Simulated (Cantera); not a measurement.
Mixture: H₂ : O₂ : N₂ = 1 : 0.98 : 3.69 (molar parts), at 2.10 bar, adiabatic and at constant pressure. Ignition delay is the time to a rise of 400 K.

Detailed kinetics in Cantera: GRI-Mech 3.0 (53 species, 325 reactions). The hydrogen kinetics of GRI-Mech 3.0 are dated; newer H2 mechanisms differ, most at raised pressure. Where the delays flatten at high temperature, the 400 K rule measures the pace of heat release, not the induction time.

Question: What does this change do: constant volume in place of constant pressure?

Answer: 
```csv
quantity,before,after
delay at 1198 K,26.3 µs,25.0 µs
delay at 1248 K,19.8 µs,18.7 µs
delay at 1298 K,15.8 µs,14.7 µs
delay at 1348 K,13.1 µs,12.0 µs
delay at 1398 K,11.2 µs,10.1 µs
delay at 1448 K,9.91 µs,8.74 µs
delay at 1498 K,8.99 µs,7.75 µs
```
